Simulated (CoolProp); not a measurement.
R1336mzz(E) along the isotherm 410 K: Z from the reference equation and from simpler models built on Tc = 403.5 K, pc = 27.79 bar, ω = 0.413; each cubic takes its own stable root.

Model: reference Helmholtz-energy equation of state, Akasaka 2023, in CoolProp.

```json
[
 {"p (bar)": "0.132", "phase": "gas", "reference": "0.9984"},
 {"p (bar)": "0.222", "phase": "gas", "reference": "0.9973"},
 {"p (bar)": "0.375", "phase": "gas", "reference": "0.9954"},
 {"p (bar)": "0.634", "phase": "gas", "reference": "0.9922"},
 {"p (bar)": "1.07", "phase": "gas", "reference": "0.9868"},
 {"p (bar)": "1.8", "phase": "gas", "reference": "0.9777"},
 {"p (bar)": "3.05", "phase": "gas", "reference": "0.9619"},
 {"p (bar)": "5.14", "phase": "gas", "reference": "0.9347"},
 {"p (bar)": "8.67", "phase": "gas", "reference": "0.8867"},
 {"p (bar)": "14.6", "phase": "gas", "reference": "0.7979"},
 {"p (bar)": "24.7", "phase": "gas", "reference": "0.6008"},
 {"p (bar)": "41.7", "phase": "supercritical", "reference": "0.2451"}
]
```

Question: How far does each simpler model (van der Waals, Redlich-Kwong, Soave-Redlich-Kwong, Peng-Robinson) lie from the reference over these 12 states: mean and median of the absolute difference, and the worst?

Answer: 
- van der Waals: mean 4.9 %, median 0.5 %, worst +45.0 % at 410 K and 41.7 bar
- Redlich-Kwong: mean 2.2 %, median 0.1 %, worst +23.1 % at 410 K and 41.7 bar
- Soave-Redlich-Kwong: mean 2.7 %, median 0.2 %, worst +26.2 % at 410 K and 41.7 bar
- Peng-Robinson: mean 1.6 %, median 0.2 %, worst +14.6 % at 410 K and 41.7 bar
